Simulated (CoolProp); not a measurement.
Vapour-liquid equilibrium of CHF3 (R23) (1) + R11 (2) at -34.85 °C; x and y are mole fractions of (1).

Computed with CoolProp (multi-fluid Helmholtz-energy mixture model, Penoncello 2003 and Jacobsen 1992; pair parameters Bell 2016).

```
x      bubble pressure (kPa)  y at the bubble point  dew pressure at overall composition x (kPa)  liquid density (mol/L)
-----  ---------------------  ---------------------  -------------------------------------------  ----------------------
0.05                   141.5                  0.950                                        7.317                   11.96
0.125                  320.1                  0.978                                        7.946                   12.32
0.2                    462.2                  0.984                                        8.693                   12.70
0.275                  564.7                  0.987                                        9.593                   13.08
0.35                   631.2                  0.989                                        10.70                   13.48
0.425                  669.2                  0.990                                        12.10                   13.89
0.5                    688.2                  0.990                                        13.92                   14.32
0.575                  697.0                  0.990                                        16.37                   14.76
0.65                   703.2                  0.990                                        19.89                   15.22
0.725                  712.9                  0.991                                        25.32                   15.71
0.8                    731.0                  0.991                                        34.84                   16.21
0.875                  761.5                  0.993                                        55.84                   16.76
0.95                   808.6                  0.996                                        140.6                   17.35
```

No azeotrope shows between x = 0.05 and 0.95.

The pair parameters rest on a limited set of measurements; away from them the model extrapolates. With so large a gap from Raoult's law the liquid may split in two, which this calculation doesn't test in full.
